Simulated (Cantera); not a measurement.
# Adiabatic ignition

An adiabatic, constant-pressure homogeneous reactor starts with H2 : O2 : N2 = 1 : 0.769 : 2.89 (molar parts), equivalence ratio 0.65, at 1248 K and 24.7 atm.

Model: the H2/O2 subset of GRI-Mech 3.0, which has no nitrogen chemistry, integrated in Cantera. The hydrogen kinetics of GRI-Mech 3.0 are dated; newer H2 mechanisms differ, most at raised pressure. The pressure lies above the range GRI-Mech 3.0 was tuned for (to about 10 atm).

```
t (s)     T (K)     x H2    x O2       x H    x H2O2     x HO2
--------  -----  -------  ------  --------  --------  --------
1.00e-6    1248    0.215   0.165   7.84e-9   9.05e-9   4.04e-7
2.70e-6    1248    0.215   0.165   1.04e-8   6.84e-8   1.19e-6
7.28e-6    1248    0.215   0.165   2.23e-8   5.15e-7   4.04e-6
1.96e-5    1248    0.215   0.165   1.40e-7   6.24e-6   2.54e-5
5.29e-5    1291    0.209   0.162   2.35e-5  0.000710  0.000511
0.000143   2681  0.00251  0.0618  0.000534   2.90e-6   3.01e-5
0.000385   2681  0.00251  0.0618  0.000534   2.90e-6   3.01e-5
0.00104    2681  0.00251  0.0618  0.000534   2.90e-6   3.01e-5
0.00280    2681  0.00251  0.0618  0.000534   2.90e-6   3.01e-5
0.00756    2681  0.00251  0.0618  0.000534   2.90e-6   3.01e-5
0.0204     2681  0.00251  0.0618  0.000534   2.90e-6   3.01e-5
0.0550     2681  0.00251  0.0618  0.000534   2.90e-6   3.01e-5
0.148      2681  0.00251  0.0618  0.000534   2.90e-6   3.01e-5
0.400      2681  0.00251  0.0618  0.000534   2.90e-6   3.01e-5
```
x: mole fraction; the columns are a selection and need not sum to one.

- time of steepest temperature rise = 57.3 µs
- temperature at 0.400 s = 2681 K
- equilibrium temperature = 2681 K
- x(H2) at 0.400 s = 0.00251 (gas-phase equilibrium 0.00251)
- x(O2) at 0.400 s = 0.0618 (gas-phase equilibrium 0.0618)
- x(H) at 0.400 s = 0.000534 (gas-phase equilibrium 0.000534)
